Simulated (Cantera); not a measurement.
Mixture: CH4 : O2 : N2 = 1 : 3.57 : 13.4 (molar parts), equivalence ratio 0.56, at 38.0 bar, adiabatic and at constant pressure. Ignition delay is the time to a rise of 400 K.

Computed with Cantera and GRI-Mech 3.0 (53 species, 325 reactions). The pressure lies above the range GRI-Mech 3.0 was tuned for (to about 10 atm).

### Question
What does this change do: pressure from 38.0 bar to 0.710 bar?

### Answer
```
quantity                                                before       after
--------------------------------------------------  ----------  ----------
delay at 1125 K                                        2.61 ms     0.140 s
delay at 1225 K                                       0.709 ms     31.3 ms
delay at 1325 K                                       0.235 ms     8.28 ms
delay at 1425 K                                        90.0 µs     2.63 ms
delay at 1525 K                                        38.2 µs     1.01 ms
apparent activation energy between 1425 and 1525 K  150 kJ/mol  170 kJ/mol
```

### Question
What does this change do: 0.15 parts C2H6 added?

### Answer
```tsv
quantity	before	after
delay at 1125 K	2.61 ms	1.15 ms
delay at 1225 K	0.709 ms	0.282 ms
delay at 1325 K	0.235 ms	87.4 µs
delay at 1425 K	90.0 µs	32.6 µs
delay at 1525 K	38.2 µs	14.1 µs
apparent activation energy between 1425 and 1525 K	150 kJ/mol	150 kJ/mol
```
